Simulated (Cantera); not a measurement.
Feed: 1 mol C2H5OH, 3.1 mol H2, equilibrated at 527 °C and 0.100 bar.

These are equilibrium values from Cantera (NASA tables, ideal gas, pure condensed phases), not measurements of a reactor. Candidate condensed phases: C, C6H6, C7H8, C8H18, H2O; 110 gas species. Rates play no part.

Base state: H2 0.773, H2O 0.0814, CH4 0.0804, CO 0.0450, CO2 0.0200 (mole fractions); condensed: C(graphite).

### Question
What changes in the equilibrium state with this change: H2 from 3.1 to 69 mol?

### Answer
```
species           before    after
----------------  ------  -------
H2                 0.773    0.959
CH4               0.0804   0.0272
H2O               0.0814   0.0128
CO2               0.0200  7.12e-5
CO                0.0450  0.00126
C(graphite), mol    1.13        0
```
